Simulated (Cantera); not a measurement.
Input: 1 mol B2H6, 11 mol N2, 16 mol H2, at 1525 K and 44.0 Pa.

Cantera equilibrium calculation (NASA polynomials, part measured and part estimated; ideal gas, pure solids and liquids). Candidate condensed phases: B, BN; 15 gas species. The feed counts by its element totals alone. Kinetics and transport are ignored.

Base state: H2 0.654, N2 0.345, H 0.000912 (mole fractions); condensed: BN(s).

Question: What changes in the equilibrium state with this change: temperature from 1525 K to 2275 K?

Answer: 
| species | before | after |
|---|---|---|
| H2 | 0.654 | 0.410 |
| N2 | 0.345 | 0.313 |
| H | 0.000912 | 0.259 |
| B | <1e-9 | 0.0168 |
| BH | <1e-9 | 0.000212 |
| BN | <1e-9 | 0.000115 |
| BH2 | 6.94e-8 | 0.000765 |
| BN(s), mol | 2.00 | 0 |
| B(s), mol | 0 | 1.37 |
The tables' values for BH2 are old estimates; treat these amounts as uncertain.
